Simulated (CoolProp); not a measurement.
Fluoroethane (R161) at 293.15 K and 1.39 MPa is throttled through a valve to 0.605 MPa with no heat exchange. Each further row changes one setting.

Model: reference Helmholtz-energy equation of state, Wu 2012, in CoolProp.

| case | temperature change (K) | final phase | final density (kg/m³) |
|---|---|---|---|
| as stated | ? | ? | ? |
| outlet pressure 0.181 MPa | ? | ? | 19.0 |
| outlet pressure 0.786 MPa | ? | ? | 593 |

Task: Fill in the missing entries.

Result: 
- as stated, temperature change (K): -9.7
- as stated, final phase: two-phase, vapour fraction 0.060
- as stated, final density (kg/m³): 181
- outlet pressure 0.181 MPa, temperature change (K): -44.1
- outlet pressure 0.181 MPa, final phase: two-phase, vapour fraction 0.229
- outlet pressure 0.786 MPa, temperature change (K): -0.8
- outlet pressure 0.786 MPa, final phase: two-phase, vapour fraction 0.006
